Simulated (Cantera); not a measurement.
A perfectly stirred reactor is fed with 2.11 % CH4, 81.2 % H2, 12.2 % H, 4.55 % H2O, at 10.00 Torr; it is held at 2625 K, and followed from long to short residence time.

Computed with Cantera and GRI-Mech 3.0 (53 species, 325 reactions). Radical loss at walls, strong at low pressure, is not modelled.

x: mole fraction; the columns are a selection and need not sum to one.

| τ (s) | x CH4 | x H2 | x H | x C2H6 | x C2H4 | x C2H |
|---|---|---|---|---|---|---|
| 0.40 | 1.20e-6 | 0.763 | 0.196 | <1e-12 | 5.68e-11 | [?] |
| 0.22 | 5.16e-6 | 0.800 | 0.158 | <1e-12 | 7.95e-10 | [?] |
| 0.12 | 2.18e-5 | 0.830 | 0.126 | 1.31e-11 | 9.78e-9 | [?] |
| 0.065 | 6.93e-5 | 0.850 | 0.106 | 1.21e-10 | 7.19e-8 | [?] |
| 0.036 | 0.000157 | 0.860 | 0.0950 | 5.74e-10 | 2.94e-7 | [?] |
| 0.019 | 0.000301 | 0.866 | 0.0882 | 2.00e-9 | 9.13e-7 | [?] |
| 0.011 | 0.000466 | 0.867 | 0.0850 | 4.63e-9 | 1.95e-6 | [?] |
| 0.0058 | 0.000707 | 0.867 | 0.0834 | 1.04e-8 | 4.07e-6 | [?] |
| 0.0031 | 0.00100 | 0.865 | 0.0834 | 2.03e-8 | 7.54e-6 | [?] |
| 0.0017 | 0.00135 | 0.862 | 0.0845 | 3.65e-8 | 1.29e-5 | [?] |
| 0.00093 | 0.00180 | 0.858 | 0.0863 | 6.32e-8 | 2.11e-5 | [?] |

**Question.** What belongs in the gaps?

**Answer.** 
- 0.40, x C2H: 3.29e-9
- 0.22, x C2H: 2.91e-8
- 0.12, x C2H: 2.32e-7
- 0.065, x C2H: 1.22e-6
- 0.036, x C2H: 3.88e-6
- 0.019, x C2H: 9.35e-6
- 0.011, x C2H: 1.59e-5
- 0.0058, x C2H: 2.48e-5
- 0.0031, x C2H: 3.34e-5
- 0.0017, x C2H: 4.03e-5
- 0.00093, x C2H: 4.49e-5
